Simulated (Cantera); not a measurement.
An adiabatic, constant-volume homogeneous reactor starts with CH4 : O2 : N2 = 1 : 1 : 3.76 (molar parts), at 1123 K and 101000 Pa.

Detailed kinetics in Cantera: GRI-Mech 3.0 (53 species, 325 reactions).

Task: Predict: time of steepest temperature rise; temperature at 7.00 s; equilibrium temperature; x(O2) at 7.00 s; x(NO) at 7.00 s; x(NO2) at 7.00 s; x(H2) at 7.00 s; x(CO) at 7.00 s; x(H2O) at 7.00 s.

Result: 
```json
{
  "time_of_steepest_temperature_rise": "0.198 s",
  "temperature at 7.00 s": "2508 K",
  "equilibrium_temperature": "2508 K",
  "x(O2) at 7.00 s": "9.26e-6 (gas-phase equilibrium 9.26e-6)",
  "x(NO) at 7.00 s": "0.000130 (gas-phase equilibrium 0.000130)",
  "x(NO2) at 7.00 s": "1.24e-9 (gas-phase equilibrium 1.24e-9)",
  "x(H2) at 7.00 s": "0.162 (gas-phase equilibrium 0.162)",
  "x(CO) at 7.00 s": "0.131 (gas-phase equilibrium 0.131)",
  "x(H2O) at 7.00 s": "0.129 (gas-phase equilibrium 0.129)"
}
```
